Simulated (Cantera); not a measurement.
Cantera run:

```python
import numpy as np
import cantera as ct

gas_names = """
    Cu CuF CuF2 Cu2 F F2 H HF H2 H2F2 H3F3 H4F4 H5F5 H6F6 H7F7 N NF NF2 NF3 NH NH2 NH3 N2 N2H2 N2H4
""".split()
cond_names = """
    Cu(cr) Cu(L) CuF2(s) CuF2(L)
""".split()


def load(file, names, dense=False):
    # The tables refer to 1 bar. Condensed volumes are neglected.
    table = {s.name: s for s in ct.Species.list_from_file(file)}
    out = []
    for n in names:
        d = dict(table[n].input_data)
        d["thermo"] = dict(d["thermo"], **{"reference-pressure": 1e5})
        if dense:
            d["equation-of-state"] = {"model": "constant-volume", "density": "1e6 g/cm^3"}
        out.append(ct.Species.from_dict(d))
    return out


gas = ct.Solution(thermo="ideal-gas", species=load("nasa_gas.yaml", gas_names))
cond = {s.name: ct.Solution(thermo="fixed-stoichiometry", species=[s], name=s.name)
        for s in load("nasa_condensed.yaml", cond_names, dense=True)}
atoms = {
    'CuF2': {'Cu': 1, 'F': 2},
    'H2': {'H': 2},
    'N2': {'N': 2},
}
top_T = {}  # K; cautious upper limits of use, not melting points


def equilibrate(T, P, feed):
    n = {}
    for name, mol in feed.items():
        for a, k in atoms[name].items():
            n[a] = n.get(a, 0.0) + k * mol
    gas.TPX = T, P, n
    mass = sum(n.values()) * gas.mean_molecular_weight
    gas.equilibrate("TP")
    valid = [c for c in cond.values() if c.min_temp <= T <= top_T.get(c.name, c.max_temp)]
    mix = ct.Mixture([(gas, mass / gas.mean_molecular_weight)] + [(c, 0.0) for c in valid])
    mix.T, mix.P = T, P
    mix.equilibrate("TP", solver="vcs", rtol=1e-11, max_steps=5000)
    return mix


results = []
feed = {'CuF2': 1, 'H2': 42, 'N2': 4}  # mol
P = 7600  # Pa
for T in [725, 825, 925, 1025, 1125, 1225, 1325, 1425, 1525, 1625, 1725, 1825, 1925]:
    mix = equilibrate(T, P, feed)
    results.append((T, P, feed, dict(zip(mix.species_names, mix.species_moles))))

top = {s: max(r[3][s] / sum(r[3][g] for g in gas_names) for r in results) for s in gas_names}
cols = sorted((s for s in top if top[s] > 0.001), key=lambda s: -top[s])[:5]
seen = [c for c in cond_names if any(r[3].get(c, 0) > 1e-12 for r in results)]
print("log10 of partial pressures in bar; condensed amounts in mol")
print(f"{'T/K':>10s}" + "".join(f"{s[:9]:>10s}" for s in cols + seen))
for T, P, feed, n in results:
    ng = sum(n[g] for g in gas_names)
    print(f"{T:10.4g}" + "".join(f"{np.log10(max(n[s] / ng * P / 1e5, 1e-99)):10.3f}" for s in cols)
          + "".join(f"{n.get(c, 0):10.4g}" for c in seen))
```

Result:

```
log10 of partial pressures in bar; condensed amounts in mol
       T/K        H2        N2        HF        Cu         H    Cu(cr)     Cu(L)
       725    -1.179    -2.189    -2.490   -17.435   -13.619         1         0
       825    -1.179    -2.189    -2.490   -14.509   -11.690         1         0
       925    -1.179    -2.189    -2.490   -12.220   -10.174         1         0
      1025    -1.179    -2.189    -2.490   -10.382    -8.950         1         0
      1125    -1.179    -2.189    -2.490    -8.874    -7.942         1         0
      1225    -1.179    -2.189    -2.490    -7.616    -7.096         1         0
      1325    -1.179    -2.189    -2.490    -6.552    -6.376    0.9998         0
      1425    -1.179    -2.189    -2.490    -5.663    -5.755         0    0.9986
      1525    -1.179    -2.189    -2.490    -4.905    -5.215         0    0.9922
      1625    -1.179    -2.190    -2.491    -4.243    -4.741         0    0.9641
      1725    -1.180    -2.191    -2.492    -3.660    -4.321         0    0.8627
      1825    -1.183    -2.194    -2.495    -3.143    -3.948         0    0.5453
      1925    -1.189    -2.199    -2.501    -2.805    -3.614         0         0
```

Cantera equilibrium calculation (NASA polynomials, part measured and part estimated; ideal gas, pure solids and liquids).
